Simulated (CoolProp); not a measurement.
Vapour-liquid equilibrium of trans-2-butene (1) + acetone (2) at 281.1 K; x and y are mole fractions of (1).

Values from CoolProp's multi-fluid Helmholtz-energy mixture model, Lemmon 2005 and Lemmon 2006; pair parameters Bell 2016.

Give the bubble pressure and the first vapour's composition at x = 0.2, 0.35, 0.8. Is there an azeotrope?

x = 0.2: 0.07498 MPa, y = 0.839; x = 0.35: 0.09673 MPa, y = 0.886; x = 0.8: 0.1201 MPa, y = 0.937. No azeotrope shows between x = 0.05 and 0.95.

The pair parameters rest on a limited set of measurements; away from them the model extrapolates. With so large a gap from Raoult's law the liquid may split in two, which this calculation doesn't test in full.
